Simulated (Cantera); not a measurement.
An adiabatic, constant-volume homogeneous reactor starts with CH4 : H2 : O2 : N2 = 1 : 1.2 : 2.17 : 8.15 (molar parts), equivalence ratio 1.2, at 1475 K and 5.90 bar. Integrator tolerance rtol = 1e-08.

Detailed kinetics in Cantera: GRI-Mech 3.0 (53 species, 325 reactions). Above 3000 K some thermodynamic fits are extrapolated.

Q: What does this change do: initial temperature 1475 to 950 K?

A: 
| quantity | before | after |
|---|---|---|
| time of steepest temperature rise | 28.4 µs | 46.1 ms |
| temperature at 0.100 s | 3118 K | 2936 K |
| equilibrium temperature | 3118 K | 2936 K |
| x(CH4) at 0.100 s | 1.60e-12 (gas-phase equilibrium 1.93e-12) | 2.36e-12 (gas-phase equilibrium 2.78e-12) |
| x(H2) at 0.100 s | 0.0449 (gas-phase equilibrium 0.0449) | 0.0366 (gas-phase equilibrium 0.0366) |
| x(O2) at 0.100 s | 0.00613 (gas-phase equilibrium 0.00613) | 0.00238 (gas-phase equilibrium 0.00238) |
| x(H2O) at 0.100 s | 0.189 (gas-phase equilibrium 0.189) | 0.211 (gas-phase equilibrium 0.211) |
| x(HCN) at 0.100 s | 5.30e-8 (gas-phase equilibrium 5.30e-8) | 4.48e-8 (gas-phase equilibrium 4.48e-8) |
| x(NO) at 0.100 s | 0.00844 (gas-phase equilibrium 0.00844) | 0.00428 (gas-phase equilibrium 0.00428) |
| x(CH2) at 0.100 s | 4.63e-12 (gas-phase equilibrium 4.91e-12) | 1.89e-12 (gas-phase equilibrium 2.04e-12) |
Below about 1000 K GRI-Mech 3.0 lacks low-temperature oxidation paths.
